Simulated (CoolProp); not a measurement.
Vapour-liquid equilibrium of dimethyl carbonate (1) + n-octane (2) at 507.8 K; x and y are mole fractions of (1).

Values from CoolProp's multi-fluid Helmholtz-energy mixture model, Zhou 2011 and Beckmüller 2019; pair parameters Bell 2016.

| x | bubble pressure, mixture model (bar) | bubble pressure, Raoult's law (bar) | y, mixture model | y, Raoult's law |
|---|---|---|---|---|
| 0.05 | 11.50 | 10.78 | 0.128 | 0.111 |
| 0.15 | 14.07 | 12.16 | 0.309 | 0.294 |
| 0.25 | 16.32 | 13.53 | 0.433 | 0.440 |
| 0.35 | 18.23 | 14.90 | 0.525 | 0.560 |
| 0.45 | 19.86 | 16.28 | 0.600 | 0.659 |
| 0.55 | 21.23 | 17.65 | 0.666 | 0.743 |
| 0.65 | 22.34 | 19.03 | 0.730 | 0.814 |
| 0.75 | 23.20 | 20.40 | 0.794 | 0.876 |
| 0.85 | 23.76 | 21.78 | 0.865 | 0.930 |
| 0.95 | 23.94 | 23.15 | 0.949 | 0.978 |

The largest gap from Raoult's law is +22.3 % in bubble pressure, at x = 0.35. y crosses x between x = 0.85 and 0.95: the model has an azeotrope there.

Pair parameters are fitted to limited data, so mixtures are less certain than the pure fluids.
